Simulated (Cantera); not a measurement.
Charge: 1 mol Cu₂O, 3.8 mol C, 0.27 mol H₂, held at 1973.15 K and 0.760 bar.

Cantera equilibrium calculation (NASA polynomials, part measured and part estimated; ideal gas, pure solids and liquids). Candidate condensed phases: C, C₆H₆, C₇H₈, C₈H₁₈, Cu, CuO, Cu(OH)₂, Cu₂O, H₂O; 113 gas species. The numbers say what is thermodynamically allowed, not how fast it happens.

Base state: CO 0.784, H₂ 0.211, Cu 0.00440, H 0.000712, C₂H₂ (acetylene) 0.000135, Cu₂ 1.66e-5, H₂O 1.64e-5, CH₄ 1.54e-5 (mole fractions); condensed: C(graphite) + Cu(l).

Problem. What changes in the equilibrium state with this change: C from 3.8 to 0.6 mol?

Solution. 
```tsv
species	before	after
CO	0.784	0.447
CO₂	1.36e-5	0.240
H₂O	1.64e-5	0.218
H₂	0.211	0.0907
Cu	0.00440	0.00440
C₂H₂ (acetylene)	0.000135	<1e-9
OH	5.26e-9	0.000107
CH₄	1.54e-5	<1e-9
C(graphite), mol	2.80	0
Cu(l), mol	1.99	2.00
```

Problem. What changes in the equilibrium state with this change: temperature from 1973.15 K to 1325 K?

Solution. 
| species | before | after |
|---|---|---|
| CO | 0.784 | 0.785 |
| H₂ | 0.211 | 0.212 |
| CO₂ | 1.36e-5 | 0.00181 |
| Cu | 0.00440 | 3.70e-7 |
| Cu₂ | 1.66e-5 | <1e-9 |
| H | 0.000712 | 8.63e-7 |
| C₂H₂ (acetylene) | 0.000135 | 1.80e-7 |
| C(graphite), mol | 2.80 | 2.80 |
| Cu(l), mol | 1.99 | 0 |
| Cu(s), mol | 0 | 2.00 |

Problem. What changes in the equilibrium state with this change: pressure from 0.760 bar to 1.70 bar?

Solution. 
```csv
species,before,after
CO,0.784,0.786
H₂,0.211,0.212
Cu,0.00440,0.00197
CH₄,1.54e-5,3.48e-5
H₂O,1.64e-5,3.69e-5
CO₂,1.36e-5,3.06e-5
Cu₂,1.66e-5,7.41e-6
H,0.000712,0.000477
"C(graphite), mol",2.80,2.80
"Cu(l), mol",1.99,2.00
```
